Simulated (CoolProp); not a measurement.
Properties of dimethyl carbonate along the isobar 39.2 bar (Tc = 557.0 K, pc = 49.09 bar, ω = 0.346).

The numbers come from the reference Helmholtz-energy equation of state, Zhou 2011 in CoolProp.

```tsv
T (K)	phase	density (kg/m³)	cv (kJ/(kg K))	expansivity (1/kK)	fugacity coefficient
470.3	liquid	810.4	1.645	2.353	0.2981
482.1	liquid	787.1	1.667	2.610	0.3543
493.9	liquid	761.7	1.689	2.966	0.4158
505.7	liquid	733.4	1.712	3.497	0.4820
517.5	liquid	700.4	1.737	4.384	0.5523
529.2	liquid	659.4	1.765	6.178	0.6249
552.8	gas	126.9	1.792	10.31	0.7246
564.6	gas	114.6	1.791	7.349	0.7451
576.4	gas	106.1	1.797	5.868	0.7633
588.2	gas	99.57	1.806	4.955	0.7796
600	gas	94.28	1.817	4.328	0.7944
```
